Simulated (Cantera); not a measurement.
Cantera run:

```python
import numpy as np
import cantera as ct

gas_names = """
    B BH BH2 BH3 BN BO BO2 B2 B2O B2O2 B2O3 B3O3H3 H HBO HBO2 HNO HNO2 HNO3 HO2 H2 H2O H2O2 H3B3O6 N NH
    NH2 NH3 NH2OH NO NO2 NO3 N2 N2H2 N2H4 N2O O OH O2 O3
""".split()
cond_names = """
    B(b) B(L) BN(s) B2O3(L) B3O3H3(cr) H2O(s) H2O(L)
""".split()


# ... load() reads the species with a 1 bar reference pressure and builds the phases ...
atoms = {
    'B2O3': {'B': 2, 'O': 3},
    'H2O': {'H': 2, 'O': 1},
    'N2': {'N': 2},
}
top_T = {'BN(s)': 3200}  # K; cautious upper limits of use, not melting points


# ... equilibrate(T, P, feed) seeds the gas with the atoms and calls Mixture.equilibrate('TP', solver="vcs", rtol=1e-11, max_steps=5000) ...
results = []
feed = {'B2O3': 1, 'H2O': 15, 'N2': 51}  # mol
T = 2073  # K
P = 1000  # Pa
mix = equilibrate(T, P, feed)
results.append((T, P, feed, dict(zip(mix.species_names, mix.species_moles))))
print(gas.report(threshold=0.0001))
for i in range(1, mix.n_phases):
    print(f"{mix.phase(i).name:16s} {mix.phase_moles(i):12.5e} mol")
```

It prints:

```
       temperature   2073 K
          pressure   1000 Pa
           density   0.0015149 kg/m^3
  mean mol. weight   26.11 kg/kmol
   phase of matter   gas

                          1 kg             1 kmol
                     ---------------   ---------------
          enthalpy        1.0712e+05         2.797e+06  J
   internal energy         -5.53e+05       -1.4439e+07  J
           entropy             11590        3.0262e+05  J/K
    Gibbs function       -2.3919e+07       -6.2454e+08  J
 heat capacity c_p            1543.8             40308  J/K
 heat capacity c_v            1225.3             31994  J/K

                      mass frac. Y      mole frac. X     chem. pot. / RT
                     ---------------   ---------------   ---------------
               BO2         0.0014164        0.00086393           -62.667
              B2O3         0.0012525        0.00046975           -105.93
                 H         0.0001173         0.0030384           -14.258
              HBO2          0.046429          0.027667           -76.926
                H2         0.0010305          0.013347           -28.517
               H2O           0.13129           0.19028           -47.924
                NO         0.0015954         0.0013883           -35.383
                N2            0.8071           0.75225           -31.952
                 O        0.00049319        0.00080488           -19.407
                OH         0.0032091         0.0049269           -33.666
                O2         0.0060126         0.0049063           -38.815
     [  +28 minor]        5.8591e-05        5.6469e-05

B(b)              0.00000e+00 mol
BN(s)             0.00000e+00 mol
B2O3(L)           0.00000e+00 mol
```

Method: chemical equilibrium by Gibbs-energy minimisation in Cantera with the NASA 1993 tables (ideal gas, pure condensed phases).
